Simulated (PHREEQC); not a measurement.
Consider water at 25 °C with 1.8 mmol/kgw HCl, 0.032 mmol/kgw NaHCO3 and 0.04 mmol/kgw H4SiO4. Closed to the air; pH follows from the charge balance.

The numbers come from PHREEQC with the ion-association model, wateq4f.dat.

Each row changes one thing in this solution. Precipitation was switched off in this run.

```tsv
case	pH	HCO3- (mol/kgw)	SI of Halite (NaCl)	SI of Nahcolite (NaHCO3)
as made	2.77	8.81e-9	-8.86	-12.04
diluted 5-fold with water	3.46	8.39e-9	-10.24	-12.74
H4SiO4 from 4e-05 to 6e-05 mol/kgw	2.77	8.81e-9	-8.86	-12.04
HCl from 0.0018 to 0.00162 mol/kgw	2.82	9.77e-9	-8.91	-12.00
diluted 100-fold with water	4.75	7.92e-9	-12.83	-14.05
H4SiO4 left out	2.77	8.81e-9	-8.86	-12.04
```
